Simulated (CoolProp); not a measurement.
Vapour-liquid equilibrium of hydrogen sulfide (1) + propane (2) at 242.6 K; x and y are mole fractions of (1).

Computed with CoolProp (multi-fluid Helmholtz-energy mixture model, Lemmon 2006 and Lemmon 2009; pair parameters Kunz 2012).

Question: Give the bubble pressure and the first vapour's composition at x = 0.275, 0.425, 0.875. Is there an azeotrope?

Answer: x = 0.275: 0.3358 MPa, y = 0.596; x = 0.425: 0.3719 MPa, y = 0.672; x = 0.875: 0.3996 MPa, y = 0.844. y crosses x between x = 0.725 and 0.8: the model has an azeotrope there.

The pair parameters rest on a limited set of measurements; away from them the model extrapolates. With so large a gap from Raoult's law the liquid may split in two, which this calculation doesn't test in full.
